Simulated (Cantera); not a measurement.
**Thermodynamics of boron, boron nitride and boron oxide, feed borazine + H2 + O2**

Input: 1 mol borazine, 1.7 mol H2, a varied amount of O2, held at 0.650 bar.

Method: chemical equilibrium by Gibbs-energy minimisation in Cantera with the NASA 1993 tables (ideal gas, pure condensed phases). Candidate condensed phases: B, BN, B2O3, B3O3H3, H2O; 39 gas species. The feed counts by its element totals alone. Mutual solubility and eutectic melting of coexisting phases are not modelled. The numbers say what is thermodynamically allowed, not how fast it happens.

Task: Map the stable condensed phases over T = 1673, 1698, 1723, 1748, 1773, 1798, 1823, 1848, 1873, 1898, 1923, 1948, 1973 K and n(O2) in mol = 1.2, 1.5, 1.9, 2.3, 2.6, 3, 3.4, 3.7, 4.1, 4.5, 4.8, 5.2.

Result: 
```
T in K \ n(O2) in mol
         1.2 1.5 1.9 2.3 2.6   3 3.4 3.7 4.1 4.5 4.8 5.2
   1973    A   A   A   B   B   B   B   C   C   C   C   C
   1948    A   A   A   B   B   B   B   B   C   C   C   C
   1923    A   A   A   B   B   B   B   B   B   C   C   C
   1898    A   A   A   B   B   B   B   B   B   B   B   B
   1873    A   A   A   B   B   B   B   B   B   B   B   B
   1848    A   A   A   B   B   B   B   B   B   B   B   B
   1823    A   A   A   B   B   B   B   B   B   B   B   B
   1798    A   A   A   B   B   B   B   B   B   B   B   B
   1773    A   A   A   B   B   B   B   B   B   B   B   B
   1748    A   A   A   B   B   B   B   B   B   B   B   B
   1723    A   A   A   B   B   B   B   B   B   B   B   B
   1698    A   A   A   B   B   B   B   B   B   B   B   B
   1673    A   A   A   B   B   B   B   B   B   B   B   B
```
A: BN + B2O3; B: B2O3; C: gas only.
